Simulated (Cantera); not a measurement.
A closed system holds: 1 mol V2O3, 8.6 mol H2, 76 mol N2, held at 2125 K and 0.000120 bar.

Equilibrium computed with Cantera from the NASA thermochemical tables; the gas is ideal and each condensed phase is pure. The numbers say what is thermodynamically allowed, not how fast it happens.

```
species         before     after
------------  --------  --------
N2               0.843     0.897
H2              0.0558    0.0999
H               0.0783   0.00199
VO2             0.0114   7.86e-5
V             0.000907   8.36e-8
O              7.06e-5   9.43e-9
VO             0.00984   1.11e-5
NO             1.12e-5   2.70e-8
OH             7.10e-5   5.73e-7
H2O           0.000408  0.000686
VO(s), mol           0     0.122
V2O3(s), mol         0     0.935
```
Gas species are given as mole fractions.

Task: Name the change that produced these shifts.
A. temperature from 2125 K to 1073.15 K
B. pressure from 0.000120 bar to 1.90 bar
C. temperature from 2125 K to 2200 K
D. temperature from 2125 K to 1623 K

Result: D, temperature from 2125 K to 1623 K. Mutual solubility and eutectic melting of coexisting phases are not modelled. VO: taken at fixed stoichiometry. Condensed phases not in the tables: the oxides between V2O3 and V2O5 other than VO2
